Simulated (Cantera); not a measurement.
Gas mixture: 50.9 % CH4, 49.1 % CH3OH, at 0.0133 bar, frozen composition.

Cantera's kinetic-theory transport with the Lennard-Jones parameters of GRI-Mech 3.0, ideal gas; thermal conductivity in the multicomponent form. Polar gases are described roughly by these parameters. The composition is frozen, though it would react at the higher temperatures.

One state of this run: ρ (kg/m³) = 0.00383; cp (J/kg/K) = 3410; μ (µPa s) = 30.1; λ (mW/m/K) = 145; Pr = 0.710; D (cm²/s) O = 178; D (cm²/s) NO = 115; D (cm²/s) H2O = 142. D: mixture-averaged diffusion coefficient of that species in the mixture.

Question: Which value of T (K) does it belong to?
A) 400
B) 1200
C) 1000
D) 1400

Answer: C, 1000
